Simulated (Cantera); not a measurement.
Feed: 1 mol Fe(CO)5, 0.096 mol O2, 2 mol N2, 0.27 mol H2, at 1330 Pa.

Cantera equilibrium calculation (NASA polynomials, part measured and part estimated; ideal gas, pure solids and liquids). Candidate condensed phases: C, C6H6, C7H8, C8H18, Fe, Fe(CO)5, FeO, Fe(OH)2, Fe(OH)3, Fe2O3, Fe3O4, H2O; 140 gas species. The numbers say what is thermodynamically allowed, not how fast it happens.

Q: Which condensed phases are stable at each of these points (T (K)): 923, 973, 1023, 1073, 1123, 1173, 1223, 1273, 1323, 1373, 1423?

A: 
```json
[
 {"T (K)": "923", "condensed phases": "Fe(α)", "Fe condensed (%)": "100.0"},
 {"T (K)": "973", "condensed phases": "Fe(α)", "Fe condensed (%)": "100.0"},
 {"T (K)": "1023", "condensed phases": "Fe(α)", "Fe condensed (%)": "100.0"},
 {"T (K)": "1073", "condensed phases": "Fe(α)", "Fe condensed (%)": "100.0"},
 {"T (K)": "1123", "condensed phases": "Fe(α)", "Fe condensed (%)": "100.0"},
 {"T (K)": "1173", "condensed phases": "Fe(α)", "Fe condensed (%)": "100.0"},
 {"T (K)": "1223", "condensed phases": "Fe(γ)", "Fe condensed (%)": "100.0"},
 {"T (K)": "1273", "condensed phases": "Fe(γ)", "Fe condensed (%)": "100.0"},
 {"T (K)": "1323", "condensed phases": "Fe(γ)", "Fe condensed (%)": "100.0"},
 {"T (K)": "1373", "condensed phases": "Fe(γ)", "Fe condensed (%)": "100.0"},
 {"T (K)": "1423", "condensed phases": "Fe(γ)", "Fe condensed (%)": "100.0"}
]
```

From 923 K to 1173 K the condensed part is Fe(α). From 1223 K to 1423 K the condensed part is Fe(γ).
